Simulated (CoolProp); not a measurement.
n-perfluorohexane along the isotherm 176.85 °C: fugacity coefficient from the reference equation and from simpler models built on Tc = 174.9 °C, pc = 17.42 bar, ω = 0.497; each cubic takes its own stable root.

Values from CoolProp's reference Helmholtz-energy equation of state, Gao 2022.

```tsv
p (bar)	phase	reference
0.871	gas	0.9828
1.74	gas	0.9657
2.61	gas	0.9487
3.48	gas	0.9318
4.35	gas	0.9149
5.22	gas	0.8981
6.1	gas	0.8811
6.97	gas	0.8644
7.84	gas	0.8477
8.71	gas	0.8310
```

Problem. How far does each simpler model (Redlich-Kwong, Peng-Robinson) lie from the reference over these 10 states: mean and median of the absolute difference, and the worst?

Solution. 
- Redlich-Kwong: mean 0.3 %, median 0.3 %, worst +0.6 % at 176.85 °C and 8.71 bar
- Peng-Robinson: mean 0.7 %, median 0.7 %, worst -1.1 % at 176.85 °C and 8.71 bar
